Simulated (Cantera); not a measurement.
**Premixed flame**

A freely propagating, adiabatic, planar premixed flame of CH4 : O2 : N2 : CO2 = 1 : 1.43 : 6.29 : 0.75 (molar parts), equivalence ratio 1.4, unburnt at 523 K and 1.00 atm; mixture-averaged transport, grid criteria slope 0.08 and curve 0.16, no radiation.

Detailed kinetics in Cantera: GRI-Mech 3.0 (53 species, 325 reactions). Burning velocities carry a grid error of a few per cent, more on coarse grids.

```
z (mm)  T (K)  u (m/s)     x CH4      x O2   x CO2     x H2O    x CH2O    x N2O
------  -----  -------  --------  --------  ------  --------  --------  -------
-4.47     525    0.149     0.105     0.150  0.0789  0.000381   5.00e-7    <1e-8
-2.98     534    0.153     0.104     0.149  0.0786   0.00229   5.19e-6    <1e-8
-2.23     565    0.162     0.100     0.146  0.0782   0.00748   2.64e-5    <1e-8
-1.49     692    0.201    0.0894     0.134  0.0780    0.0264  0.000160    <1e-8
-0.744   1075    0.317    0.0575    0.0932  0.0805    0.0765  0.000623    <1e-8
-0.372   1385    0.413    0.0311    0.0566  0.0845     0.115  0.000608  1.45e-8
0        1673    0.503   0.00808    0.0198  0.0896     0.149  0.000218  1.80e-8
0.372    1795    0.541   0.00120   0.00401  0.0927     0.163   4.85e-5  1.09e-8
0.744    1823    0.549  0.000246  0.000772  0.0940     0.165   1.05e-5    <1e-8
1.49     1834    0.553   3.28e-5   5.42e-5  0.0946     0.165   1.18e-6    <1e-8
2.98     1838    0.554   4.50e-6   6.26e-6  0.0947     0.165   1.18e-7    <1e-8
5.96     1841    0.555   8.27e-7   2.40e-6  0.0946     0.166   1.43e-8    <1e-8
11.9     1842    0.555   1.98e-7   8.56e-7  0.0945     0.166     <1e-8    <1e-8
```
x: mole fraction of selected species; z is measured from the peak of heat release.

```yaml
laminar_burning_velocity: 14.8 cm/s
thermal_thickness: 1.49 mm
peak x(CH2O): 0.000688
grid_points: 127
```
